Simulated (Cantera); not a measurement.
Input: 1 mol SiCl4, 2.9 mol O3, 38 mol H2, at 1400 K and 0.00133 bar.

These are equilibrium values from Cantera (NASA tables, ideal gas, pure condensed phases), not measurements of a reactor. Candidate condensed phases: H2O, Si, SiO2; 30 gas species. The tables hold silica as quartz up to 1696 K and as liquid above; real silica turns to tridymite and cristobalite and melts near 1996 K. The numbers say what is thermodynamically allowed, not how fast it happens.

Base state: H2 0.732, H2O 0.167, HCl 0.1000, H 0.000114, Cl 1.28e-5 (mole fractions); condensed: SiO2(β-quartz).

Question: What changes in the equilibrium state with this change: temperature from 1400 K to 1723.15 K?

Answer: 
```
species                 before     after
--------------------  --------  --------
H2                       0.732     0.726
H2O                      0.167     0.168
HCl                     0.1000    0.0992
H                     0.000114   0.00426
SiO                    2.52e-7   0.00148
OH                     5.18e-7   5.42e-5
Cl                     1.28e-5  0.000451
SiO2(β-quartz), mol      1.000         0
SiO2(condensed), mol         0     0.941
```
